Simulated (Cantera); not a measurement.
A Cantera script and what it prints.

```python
import numpy as np
import cantera as ct

gas_names = """
    H H2 Ti
""".split()
cond_names = """
    Ti(a) Ti(b) Ti(L)
""".split()


# ... load() reads the species with a 1 bar reference pressure and builds the phases ...
atoms = {
    'Ti': {'Ti': 1},
    'H2': {'H': 2},
}
top_T = {}  # K; cautious upper limits of use, not melting points


# ... equilibrate(T, P, feed) seeds the gas with the atoms and calls Mixture.equilibrate('TP', solver="vcs", rtol=1e-11, max_steps=5000) ...
results = []
feed = {'Ti': 1, 'H2': 140}  # mol
P = 240  # Pa
for T in [1173, 1273, 1373, 1473, 1573, 1673, 1773, 1873, 1973, 2073, 2173]:
    mix = equilibrate(T, P, feed)
    results.append((T, P, feed, dict(zip(mix.species_names, mix.species_moles))))

top = {s: max(r[3][s] / sum(r[3][g] for g in gas_names) for r in results) for s in gas_names}
cols = sorted((s for s in top if top[s] > 1e-06), key=lambda s: -top[s])[:7]
seen = [c for c in cond_names if any(r[3].get(c, 0) > 1e-12 for r in results)]
print("log10 of partial pressures in bar; condensed amounts in mol")
print(f"{'T/K':>10s}" + "".join(f"{s[:9]:>10s}" for s in cols + seen))
for T, P, feed, n in results:
    ng = sum(n[g] for g in gas_names)
    print(f"{T:10.4g}" + "".join(f"{np.log10(max(n[s] / ng * P / 1e5, 1e-99)):10.3f}" for s in cols)
          + "".join(f"{n.get(c, 0):10.4g}" for c in seen))
```

Output:

```
log10 of partial pressures in bar; condensed amounts in mol
       T/K        H2         H        Ti     Ti(b)     Ti(L)
      1173    -2.620    -8.238   -13.445         1         0
      1273    -2.620    -7.457   -11.829         1         0
      1373    -2.620    -6.787   -10.450         1         0
      1473    -2.620    -6.208    -9.261         1         0
      1573    -2.620    -5.701    -8.226    0.9997         0
      1673    -2.621    -5.254    -7.316    0.9972         0
      1773    -2.622    -4.857    -6.512     0.982         0
      1873    -2.626    -4.503    -5.795    0.9059         0
      1973    -2.633    -4.186    -5.159         0    0.5891
      2073    -2.646    -3.903    -4.780         0         0
      2173    -2.666    -3.649    -4.790         0         0
```

These are equilibrium values from Cantera (NASA tables, ideal gas, pure condensed phases), not measurements of a reactor.
